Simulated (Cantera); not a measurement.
Input: 1 mol SF6, 1.5 mol O2, 15 mol H2, held at 1600 K.

Equilibrium computed with Cantera from the NASA thermochemical tables; the gas is ideal and each condensed phase is pure. Candidate condensed phases: H2O, H2SO4, S; 43 gas species. The ideal-gas law is rough above about 30 bar. Rates play no part.

x: gas mole fraction; nothing condenses.

```json
[
 {"P (Pa)": "10", "x H2": "0.493", "x HF": "0.322", "x H2O": "0.146", "x H2S": "0.00158", "x S2": "0.0193", "x SO2": "0.00526", "x SO": "0.00426"},
 {"P (Pa)": "200", "x H2": "0.483", "x HF": "0.325", "x H2O": "0.158", "x H2S": "[?]", "x S2": "0.0208", "x SO2": "[?]", "x SO": "[?]"},
 {"P (Pa)": "3900", "x H2": "0.467", "x HF": "0.328", "x H2O": "0.163", "x H2S": "[?]", "x S2": "[?]", "x SO2": "[?]", "x SO": "[?]"},
 {"P (Pa)": "77000", "x H2": "0.449", "x HF": "0.332", "x H2O": "0.166", "x H2S": "0.0487", "x S2": "0.00287", "x SO2": "3.59e-5", "x SO": "2.34e-5"},
 {"P (Pa)": "1500000", "x H2": "0.445", "x HF": "0.333", "x H2O": "0.167", "x H2S": "0.0549", "x S2": "0.000191", "x SO2": "2.16e-6", "x SO": "1.39e-6"},
 {"P (Pa)": "30000000", "x H2": "0.445", "x HF": "0.333", "x H2O": "0.167", "x H2S": "0.0555", "x S2": "9.76e-6", "x SO2": "1.09e-7", "x SO": "7.01e-8"}
]
```

**Question.** Complete the blanks.

**Answer.** 
- 200, x H2S: 0.00718
- 200, x SO2: 0.00150
- 200, x SO: 0.00110
- 3900, x H2S: 0.0249
- 3900, x S2: 0.0137
- 3900, x SO2: 0.000311
- 3900, x SO: 0.000214
